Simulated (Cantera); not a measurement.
Source: NASA polynomial tables (part measured, part estimated), evaluated in Cantera. Values are per mole of reaction as written; species without (g) are pure solids or liquids, kept so even where they would boil at 1 bar. VO: taken at fixed stoichiometry.

H2O2(g) + 2 VO = 2 H(g) + 2 VO2(g)

```
T (K)    ΔH° (kJ)   ΔS° (J/K)    ΔG° (kJ)     log10 K
-----  ----------  ----------  ----------  ----------
2400   (withheld)  (withheld)  (withheld)  (withheld)
2450        778.3       334.1       -40.3        0.86
2500   (withheld)  (withheld)  (withheld)  (withheld)
2550   (withheld)  (withheld)  (withheld)  (withheld)
2600        771.5       331.4       -90.2        1.81
2650        769.3       330.6      -106.8        2.10
```

Question: Complete the blanks.

Answer: 
- 2400, ΔH° (kJ): 780.6
- 2400, ΔS° (J/K): 335.1
- 2400, ΔG° (kJ): -23.6
- 2400, log10 K: 0.51
- 2500, ΔH° (kJ): 776.1
- 2500, ΔS° (J/K): 333.2
- 2500, ΔG° (kJ): -57.0
- 2500, log10 K: 1.19
- 2550, ΔH° (kJ): 773.8
- 2550, ΔS° (J/K): 332.3
- 2550, ΔG° (kJ): -73.6
- 2550, log10 K: 1.51
